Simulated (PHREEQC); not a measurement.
Consider water at 85 °C with 0.002 mol H2SO4, 0.21 mol MnSO4 and 0.076 mol NiSO4 per kg of water. Closed to the air; pH follows from the charge balance.

Equilibrium calculation in PHREEQC: ion-association model, wateq4f.dat.

**Question.** The ionic strength comes out as 0.429 mol/kgw. What activity coefficients do SO4-2, Ni(SO4)2-2, H+, HSO4-, Ni+2 get?

**Answer.** SO4-2 0.18, Ni(SO4)2-2 0.24, H+ 0.75, HSO4- 0.65, Ni+2 0.24.

No solid was allowed to form. Away from 25 °C the constants follow the database's enthalpies or fits; those with neither stay at their 25 °C values.
